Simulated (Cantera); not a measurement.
Charge: 1 mol Mg(OH)₂, 0.062 mol H₂O, 0.015 mol CO₂, equilibrated at 570 Pa.

These are equilibrium values from Cantera (NASA tables, ideal gas, pure condensed phases), not measurements of a reactor. Candidate condensed phases: C, C₆H₆, C₇H₈, C₈H₁₈, H₂O, Mg, MgCO₃, MgO, Mg(OH)₂; 116 gas species. The numbers say what is thermodynamically allowed, not how fast it happens.

At 1402 °C, list the 7 most abundant gas species with their mole fractions, and the condensed phases.

H₂O 0.978, CO₂ 0.0137, H₂ 0.00441, O₂ 0.00205, OH 0.00110, CO 0.000205, H 0.000102. Condensed: MgO(s).
